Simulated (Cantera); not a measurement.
Cantera run, input and output.

```python
import numpy as np
import cantera as ct

gas = ct.Solution("gri30.yaml")
gas.TPX = 1025, 470, {'H2': 0.095, 'O2': 1}
reactor = ct.IdealGasConstPressureReactor(gas, energy="off", clone=False)
net = ct.ReactorNet([reactor])
net.rtol, net.atol = 1e-08, 1e-18
show = ['H2', 'O2', 'H', 'O', 'OH', 'HO2', 'H2O2']
times = np.geomspace(2e-05, 80, 10)

steps = ct.SolutionArray(gas, extra=["t"])
rows = []
print(f"{'t/s':>10s}{'T/K':>9s}{'P/Pa':>11s}" + "".join(f"{s:>11s}" for s in show))
for t in times:
    while net.time < t:
        t_next = net.step()
        steps.append(gas.state, t=t_next)
    rows.append([np.interp(t, steps.t, y) for y in (steps.T, steps.P, *steps(*show).X.T)])
    print(f"{t:10.3e}{rows[-1][0]:9.1f}{rows[-1][1]:11.4g}" + "".join(f"{x:11.3e}" for x in rows[-1][2:]))
rate = np.gradient(steps.T, steps.t)
print("integrator steps:", len(steps.t))
if steps.T.max() > steps.T[0] + 200:
    print(f"time of steepest temperature rise: {steps.t[rate.argmax()]:.4e} s")
gas.TPX = 1025, 470, {'H2': 0.095, 'O2': 1}
gas.equilibrate("TP")
print(f"equilibrium (TP): T = {gas.T:.1f} K  " + "  ".join(f"{s} {gas[s].X[0]:.3e}" for s in show))
```

Result:

```
       t/s      T/K       P/Pa         H2         O2          H          O         OH        HO2       H2O2
 2.000e-05   1025.0        470  8.676e-02  9.132e-01  1.026e-11  3.093e-13  3.001e-13  1.056e-11  4.523e-17
 1.083e-04   1025.0        470  8.676e-02  9.132e-01  5.086e-11  8.109e-12  6.985e-12  5.722e-11  1.310e-15
 5.863e-04   1025.0        470  8.676e-02  9.132e-01  2.866e-10  1.907e-10  1.115e-10  3.105e-10  3.844e-14
 3.175e-03   1025.0        470  8.676e-02  9.132e-01  2.599e-08  2.759e-08  1.299e-08  1.854e-09  1.166e-12
 1.719e-02   1025.0        470  4.818e-03  8.650e-01  2.843e-02  3.195e-02  3.691e-03  3.154e-06  6.973e-08
 9.308e-02   1025.0        470  1.094e-03  8.879e-01  7.990e-03  1.792e-02  1.940e-03  2.946e-06  5.078e-08
 5.040e-01   1025.0        470  8.358e-05  9.077e-01  1.578e-04  1.340e-03  5.242e-04  1.347e-06  5.414e-08
 2.729e+00   1025.0        470  2.812e-06  9.092e-01  1.038e-06  4.709e-05  9.836e-05  1.566e-07  2.028e-08
 1.478e+01   1025.0        470  1.830e-07  9.093e-01  1.852e-08  3.212e-06  2.574e-05  1.495e-08  4.817e-09
 8.000e+01   1025.0        470  2.074e-08  9.093e-01  7.356e-10  3.742e-07  8.779e-06  2.049e-09  1.054e-09
integrator steps: 2040
equilibrium (TP): T = 1025.0 K  H2 2.526e-10  O2 9.093e-01  H 1.017e-12  O 4.620e-09  OH 9.747e-07  HO2 1.029e-09  H2O2 2.282e-11
```

Computed with Cantera and GRI-Mech 3.0 (53 species, 325 reactions). Radical loss at walls, strong at low pressure, is not modelled. The temperature is held fixed by assumption; the heat of reaction is taken as removed at once.
